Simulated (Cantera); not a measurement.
Charge: 1 mol MgO, 5 mol C, 6.3 mol H2, equilibrated at 1.00 bar.

These are equilibrium values from Cantera (NASA tables, ideal gas, pure condensed phases), not measurements of a reactor. Candidate condensed phases: C, C6H6, C7H8, C8H18, H2O, Mg, MgCO3, MgO, Mg(OH)2; 116 gas species. The tables' values for MgH are old estimates; treat these amounts as uncertain. Equilibrium is a limit: real reactors are often held back by kinetics, nucleation or transport. All values below are at 2100 °C.

Base state: H2 0.743, CO 0.120, Mg 0.118, H 0.0120, C2H2 (acetylene) 0.00457, MgH 0.00192, CH4 0.000103, CH3 3.09e-5 (mole fractions); condensed: C(graphite).

Task: What changes in the equilibrium state with this change: pressure from 1.00 bar to 0.450 bar?

Result: 
| species | before | after |
|---|---|---|
| H2 | 0.743 | 0.738 |
| CO | 0.120 | 0.119 |
| Mg | 0.118 | 0.118 |
| H | 0.0120 | 0.0179 |
| MgH | 0.00192 | 0.00128 |
| CH4 | 0.000103 | 4.58e-5 |
| CH3 | 3.09e-5 | 2.05e-5 |
| C(graphite), mol | 3.92 | 3.92 |
